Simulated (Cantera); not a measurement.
What does this Cantera script print?

```python
import numpy as np
import cantera as ct

gas = ct.Solution("gri30.yaml")


def delay(T, t_max=10):
    gas.TPX = T, 61000, {'CH4': 1, 'O2': 0.909, 'N2': 4.82}
    reactor = ct.IdealGasReactor(gas, clone=False)
    net = ct.ReactorNet([reactor])
    net.rtol, net.atol = 1e-8, 1e-16
    while net.time < t_max:
        t_old, T_old = net.time, reactor.T
        net.step()
        if reactor.T > T + 400:  # ignition: a rise of 400 K
            return t_old + (T + 400 - T_old) / (reactor.T - T_old) * (net.time - t_old)
    return np.nan


taus = []
for T in [1200, 1275, 1350, 1425, 1500, 1575, 1650, 1725, 1800, 1875]:
    taus.append(delay(T))
    print(f"T0 = {T:6g} K   tau = {taus[-1]:.4e} s")
```

It prints:

```
T0 =   1200 K   tau = 1.3773e-01 s
T0 =   1275 K   tau = 4.7460e-02 s
T0 =   1350 K   tau = 1.7493e-02 s
T0 =   1425 K   tau = 6.8920e-03 s
T0 =   1500 K   tau = 2.9301e-03 s
T0 =   1575 K   tau = 1.3589e-03 s
T0 =   1650 K   tau = 6.8979e-04 s
T0 =   1725 K   tau = 3.8088e-04 s
T0 =   1800 K   tau = 2.2608e-04 s
T0 =   1875 K   tau = 1.4248e-04 s
```

Model: GRI-Mech 3.0 (53 species, 325 reactions), integrated in Cantera.
